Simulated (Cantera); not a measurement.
Input: 1 mol C2F6, a varied amount of Si, held at 0.133 bar.

Points: T (K) = 3100, 3125, 3150, 3175, 3200, 3225, 3250, 3275, 3300, 3325, 3350, 3375; n(Si) (mol) = 0.086, 0.11, 0.13, 0.17, 0.21, 0.26, 0.33, 0.41, 0.51, 0.64.

Cantera's Mixture.equilibrate('TP', solver="vcs", rtol=1e-11, max_steps=5000) on the NASA tables stopped like this:

```
ERROR: FAILURE its = 5001!

*******************************************************************************
CanteraError thrown by MultiPhase::equilibrate:
VCS solver failed. Return code: -1
*******************************************************************************
```

**Question.** What got this run through?

**Answer.** Several could match; the one computed here: The failure is numerical, not chemical. The same input converged with solver="gibbs", rtol=1e-10, max_steps=50000, and the result passed a check of the equilibrium conditions:
```
   3100      0.086  C(gr)
   3100       0.11  C(gr)
   3100       0.13  C(gr)
   3100       0.17  C(gr)
   3100       0.21  C(gr)
   3100       0.26  C(gr)
   3100       0.33  C(gr)
   3100       0.41  C(gr)
   3100       0.51  C(gr)
   3100       0.64  C(gr)
   3125      0.086  C(gr)
   3125       0.11  C(gr)
   3125       0.13  C(gr)
   3125       0.17  C(gr)
   3125       0.21  C(gr)
   3125       0.26  C(gr)
   3125       0.33  C(gr)
   3125       0.41  C(gr)
   3125       0.51  C(gr)
   3125       0.64  C(gr)
   3150      0.086  C(gr)
   3150       0.11  C(gr)
   3150       0.13  C(gr)
   3150       0.17  C(gr)
   3150       0.21  C(gr)
   3150       0.26  C(gr)
   3150       0.33  C(gr)
   3150       0.41  C(gr)
   3150       0.51  C(gr)
   3150       0.64  C(gr)
   3175      0.086  C(gr)
   3175       0.11  C(gr)
   3175       0.13  C(gr)
   3175       0.17  C(gr)
   3175       0.21  C(gr)
   3175       0.26  C(gr)
   3175       0.33  C(gr)
   3175       0.41  C(gr)
   3175       0.51  C(gr)
   3175       0.64  C(gr)
   3200      0.086  C(gr)
   3200       0.11  C(gr)
   3200       0.13  C(gr)
   3200       0.17  C(gr)
   3200       0.21  C(gr)
   3200       0.26  C(gr)
   3200       0.33  C(gr)
   3200       0.41  C(gr)
   3200       0.51  C(gr)
   3200       0.64  C(gr)
   3225      0.086  C(gr)
   3225       0.11  C(gr)
   3225       0.13  C(gr)
   3225       0.17  C(gr)
   3225       0.21  C(gr)
   3225       0.26  C(gr)
   3225       0.33  C(gr)
   3225       0.41  C(gr)
   3225       0.51  C(gr)
   3225       0.64  C(gr)
   3250      0.086  C(gr)
   3250       0.11  C(gr)
   3250       0.13  C(gr)
   3250       0.17  C(gr)
   3250       0.21  C(gr)
   3250       0.26  C(gr)
   3250       0.33  C(gr)
   3250       0.41  C(gr)
   3250       0.51  C(gr)
   3250       0.64  C(gr)
   3275      0.086  C(gr)
   3275       0.11  C(gr)
   3275       0.13  C(gr)
   3275       0.17  C(gr)
   3275       0.21  C(gr)
   3275       0.26  C(gr)
   3275       0.33  C(gr)
   3275       0.41  C(gr)
   3275       0.51  C(gr)
   3275       0.64  C(gr)
   3300      0.086  gas only
   3300       0.11  gas only
   3300       0.13  gas only
   3300       0.17  gas only
   3300       0.21  gas only
   3300       0.26  C(gr)
   3300       0.33  C(gr)
   3300       0.41  C(gr)
   3300       0.51  C(gr)
   3300       0.64  C(gr)
   3325      0.086  gas only
   3325       0.11  gas only
   3325       0.13  gas only
   3325       0.17  gas only
   3325       0.21  gas only
   3325       0.26  gas only
   3325       0.33  gas only
   3325       0.41  C(gr)
   3325       0.51  C(gr)
   3325       0.64  C(gr)
   3350      0.086  gas only
   3350       0.11  gas only
   3350       0.13  gas only
   3350       0.17  gas only
   3350       0.21  gas only
   3350       0.26  gas only
   3350       0.33  gas only
   3350       0.41  gas only
   3350       0.51  gas only
   3350       0.64  C(gr)
   3375      0.086  gas only
   3375       0.11  gas only
   3375       0.13  gas only
   3375       0.17  gas only
   3375       0.21  gas only
   3375       0.26  gas only
   3375       0.33  gas only
   3375       0.41  gas only
   3375       0.51  gas only
   3375       0.64  gas only
```

The gas is ideal and each condensed phase is pure. The feed counts by its element totals alone. The tables' values for SiF2, SiF3 are old estimates.
